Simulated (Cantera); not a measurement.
## Stirred combustor or abatement burner

A perfectly stirred reactor is fed with 13.9 % CO, 3.46 % H2, 17.0 % O2, 63.9 % N2, 1.80 % CO2, at 5.00 bar; it is adiabatic with a 750 K inlet, and is followed from long to short residence time, starting on the burning branch (τ in s: 0.46, 0.21, 0.095, 0.043, 0.02, 0.0089, 0.0041, 0.0019, 0.00084, 0.00038, 0.00017, 7.9e-05, 3.6e-05).

Detailed kinetics in Cantera: GRI-Mech 3.0 (53 species, 325 reactions). The hydrogen kinetics of GRI-Mech 3.0 are dated; newer H2 mechanisms differ, most at raised pressure.

```json
[
 {"τ (s)": "0.46", "T (K)": "2081", "x CO": "0.000697", "x H2": "3.07e-5", "x O2": "0.0902", "x N2O": "7.01e-7", "x NO": "0.00299"},
 {"τ (s)": "0.21", "T (K)": "2082", "x CO": "0.000765", "x H2": "3.30e-5", "x O2": "0.0908", "x N2O": "7.34e-7", "x NO": "0.00190"},
 {"τ (s)": "0.095", "T (K)": "2083", "x CO": "0.000898", "x H2": "3.75e-5", "x O2": "0.0912", "x N2O": "8.01e-7", "x NO": "0.00109"},
 {"τ (s)": "0.043", "T (K)": "2082", "x CO": "0.00116", "x H2": "4.64e-5", "x O2": "0.0915", "x N2O": "9.34e-7", "x NO": "0.000631"},
 {"τ (s)": "0.020", "T (K)": "2078", "x CO": "0.00163", "x H2": "6.27e-5", "x O2": "0.0918", "x N2O": "1.17e-6", "x NO": "0.000399"},
 {"τ (s)": "0.0089", "T (K)": "2069", "x CO": "0.00253", "x H2": "9.39e-5", "x O2": "0.0921", "x N2O": "1.56e-6", "x NO": "0.000269"},
 {"τ (s)": "0.0041", "T (K)": "2056", "x CO": "0.00399", "x H2": "0.000145", "x O2": "0.0926", "x N2O": "2.04e-6", "x NO": "0.000195"},
 {"τ (s)": "0.0019", "T (K)": "2035", "x CO": "0.00630", "x H2": "0.000226", "x O2": "0.0934", "x N2O": "2.46e-6", "x NO": "0.000142"},
 {"τ (s)": "0.00084", "T (K)": "2001", "x CO": "0.0101", "x H2": "0.000358", "x O2": "0.0947", "x N2O": "2.66e-6", "x NO": "9.69e-5"},
 {"τ (s)": "0.00038", "T (K)": "1950", "x CO": "0.0157", "x H2": "0.000545", "x O2": "0.0967", "x N2O": "2.58e-6", "x NO": "6.34e-5"},
 {"τ (s)": "0.00017", "T (K)": "1876", "x CO": "0.0242", "x H2": "0.000809", "x O2": "0.1000", "x N2O": "2.31e-6", "x NO": "4.07e-5"},
 {"τ (s)": "7.9e-5", "T (K)": "1768", "x CO": "0.0372", "x H2": "0.00116", "x O2": "0.106", "x N2O": "1.98e-6", "x NO": "2.54e-5"},
 {"τ (s)": "3.6e-5", "T (K)": "1526", "x CO": "0.0702", "x H2": "0.00230", "x O2": "0.122", "x N2O": "1.31e-6", "x NO": "6.46e-6"}
]
```
x: mole fraction; the columns are a selection and need not sum to one.
